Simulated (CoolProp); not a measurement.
Vapour-liquid equilibrium of toluene (1) + p-xylene (2) at 0.708 MPa; x and y are mole fractions of (1).

Model: multi-fluid Helmholtz-energy mixture model, Lemmon 2006 and Zhou 2012; pair parameters Bell 2016, in CoolProp.

```
x     bubble temperature (K)  y at the bubble point  dew temperature at overall composition x (K)  liquid density (mol/L)
----  ----------------------  ---------------------  --------------------------------------------  ----------------------
0.05                   500.7                  0.076                                         501.4                   6.184
0.2                    494.9                  0.283                                         497.3                   6.366
0.35                   489.5                  0.462                                         492.9                   6.550
0.5                    484.4                  0.616                                         488.2                   6.737
0.65                   479.6                  0.750                                         483.2                   6.927
0.8                    475.3                  0.866                                         477.8                   7.120
0.95                   471.2                  0.968                                         471.9                   7.319
```

No azeotrope shows between x = 0.05 and 0.95.

Pair parameters are fitted to limited data, so mixtures are less certain than the pure fluids.
